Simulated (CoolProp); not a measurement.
Toluene along the isobar 8.33 MPa: fugacity coefficient from the reference equation and from simpler models built on Tc = 591.7 K, pc = 4.126 MPa, ω = 0.266; each cubic takes its own stable root.

Computed with CoolProp (reference Helmholtz-energy equation of state, Lemmon 2006). It is a short technical equation, of lower accuracy than the large ones.

```csv
T (K),phase,reference,Redlich-Kwong,Peng-Robinson
480.2,liquid,0.1116,0.1501,0.1128
495.7,liquid,0.1391,0.1798,0.1410
511.2,liquid,0.1701,___,0.1727
526.8,liquid,___,0.2464,___
542.3,liquid,0.2418,0.2824,0.2463
557.8,liquid,0.2816,___,0.2871
573.3,liquid,0.3236,0.3578,___
588.8,liquid,___,___,0.3737
604.3,supercritical,0.4112,0.4347,0.4179
```

**Question.** What belongs in the gaps?

**Answer.** 
- 511.2, Redlich-Kwong: 0.2119
- 526.8, reference: 0.2046
- 526.8, Peng-Robinson: 0.2081
- 557.8, Redlich-Kwong: 0.3197
- 573.3, Peng-Robinson: 0.3298
- 588.8, reference: 0.3670
- 588.8, Redlich-Kwong: 0.3963
